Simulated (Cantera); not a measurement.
Standard-state values (1 bar) from the NASA 1993 polynomials, evaluated with Cantera. Values are per mole of reaction as written; species without (g) are pure solids or liquids, kept so even where they would boil at 1 bar.

Task: Between 300 and 2250 K, where is each reaction favourable under standard conditions?
- 0.6667 Cr + O2(g) ⇌ 0.6667 CrO3(g)
- 2 Ti + O2(g) ⇌ 2 TiO(g)
- 2 Si + O2(g) ⇌ 2 SiO(g)

Result: 
- 0.6667 Cr + O2(g) ⇌ 0.6667 CrO3(g): ΔG° is -182 kJ at 300 K and -85 kJ at 2250 K; it stays negative (K > 1). ΔH° is -225 kJ and ΔS° -62 J/K at 2250 K.
- 2 Ti + O2(g) ⇌ 2 TiO(g): ΔG° is 49 kJ at 300 K and -280 kJ at 2250 K; it changes sign between 300 and 1500 K. ΔH° is 15 kJ and ΔS° 131 J/K at 2250 K.
- 2 Si + O2(g) ⇌ 2 SiO(g): ΔG° is -255 kJ at 300 K and -536 kJ at 2250 K; it stays negative (K > 1). ΔH° is -334 kJ and ΔS° 90 J/K at 2250 K.
